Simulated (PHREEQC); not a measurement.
Solution A (0.0063 mol Al2(SO4)3 per kg of water) is mixed with solution B (0.0087 mol FeSO4, 0.00016 mol NaF and 0.03 mol NaCl per kg of water) at 25 °C; shares are by mass of water, 1 kg in all. The system is closed to oxygen. CO2 from the air is kept out. The run lets Al(OH)3(a), Basaluminite, Halite, Mirabilite, Melanterite precipitate or redissolve, and no other solid.

The series has 21 steps of share of solution B, from 0 to 1.

Equilibrium calculation in PHREEQC: ion-association model, wateq4f.dat.

Q: Which solids form, in which order, and at which step of the series does each first stand?

A: Basaluminite from the start (pH 3.79), last present at share of solution B = 0.95.

Q: Between which two steps does the pH jump most, and from what to what?

A: Between share of solution B = 0.95 and 1: from 4.36 to 6.07.

Fluoro complexes past AlF4- and FeF3 are missing from the database.
